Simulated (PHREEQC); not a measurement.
A solution holds 0.78 mol Na2CO3 and 0.024 mol Na2SO4 per kg of water, at 25 °C. Closed to the air; pH follows from the charge balance.

All values are PHREEQC results (Pitzer model, pitzer.dat), not measurements.

```tsv
quantity	before	after
pH	11.65	0.70
ionic strength (mol/kgw)	2.41	1.43
```

Q: What was changed between the two runs?
A) Na2CO3 replaced by NaHSO4 at the same molality
B) diluted 5-fold with water
C) diluted 100-fold with water
D) Na2SO4 left out
E) Na2SO4 from 0.024 to 0.036 mol/kgw

A: A, Na2CO3 replaced by NaHSO4 at the same molality

This is a speciation only: nothing precipitates in the calculation. In brines, pH and single-ion activities rest on the MacInnes convention.
